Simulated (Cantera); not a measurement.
A Cantera script and its output.

```python
import numpy as np
import cantera as ct

surf = ct.Interface("ptcombust.yaml", "Pt_surf")
gas = surf.adjacent["gas"]
gas.TPX = 300, 29000, {'CH4': 0.05, 'O2': 0.16, 'N2': 0.79}
jet = ct.ImpingingJet(gas=gas, width=0.038, surface=surf)
jet.inlet.mdot, jet.inlet.T, jet.inlet.X = 0.034, 300, {'CH4': 0.05, 'O2': 0.16, 'N2': 0.79}
jet.set_refine_criteria(ratio=10, slope=0.2, curve=0.3)
show, cover = ['CH4', 'O2', 'H2O', 'OH', 'CO', 'CO2'], ["PT(S)", "H(S)", "O(S)", "OH(S)", "CO(S)", "C(S)"]

rows = []
print(f"{'Ts/K':>7s}" + "".join(f"{s:>11s}" for s in show + cover) + "   (gas at the wall, coverages)")
for i, Ts in enumerate([900, 950, 1000, 1050, 1100, 1150]):
    jet.surface.T = Ts
    if i == 0:
        surf.TP = Ts, 29000
        surf.coverages = "PT(S):0.5, O(S):0.5"
        surf.advance_coverages(1.0)
        jet.set_initial_guess(products="inlet")
    jet.solve(loglevel=0, auto=(i == 0))
    rows.append([*(jet.X[gas.species_index(s), -1] for s in show), *surf[cover].coverages])
    print(f"{Ts:7g}" + "".join(f"{x:11.3e}" for x in rows[-1]))
```

It prints:

```
   Ts/K        CH4         O2        H2O         OH         CO        CO2      PT(S)       H(S)       O(S)      OH(S)      CO(S)       C(S)   (gas at the wall, coverages)
    900  2.596e-02  1.084e-01  4.500e-02  2.984e-08  8.532e-06  2.971e-02  1.483e-01  1.150e-07  8.490e-01  2.692e-03  1.843e-05  6.554e-08
    950  1.623e-02  8.780e-02  6.290e-02  8.689e-08  7.474e-06  4.170e-02  2.139e-01  3.269e-07  7.831e-01  2.995e-03  1.350e-05  6.459e-08
   1000  1.035e-02  7.542e-02  7.356e-02  2.305e-07  6.477e-06  4.891e-02  2.829e-01  7.299e-07  7.141e-01  2.960e-03  9.001e-06  5.625e-08
   1050  7.017e-03  6.847e-02  7.949e-02  5.446e-07  5.835e-06  5.294e-02  3.516e-01  1.399e-06  6.456e-01  2.759e-03  5.953e-06  4.737e-08
   1100  5.057e-03  6.449e-02  8.284e-02  1.170e-06  5.510e-06  5.522e-02  4.185e-01  2.427e-06  5.790e-01  2.497e-03  4.040e-06  4.003e-08
   1150  3.620e-03  6.250e-02  8.469e-02  2.357e-06  6.600e-06  5.602e-02  4.822e-01  3.913e-06  5.156e-01  2.223e-03  2.817e-06  3.234e-08
```

Model: Deutschmann's 1995 Pt surface mechanism with GRI-Mech 3.0 gas chemistry, integrated in Cantera. Catalytic surfaces can have several steady states; this one follows from the mechanism file's or the stated starting coverage.
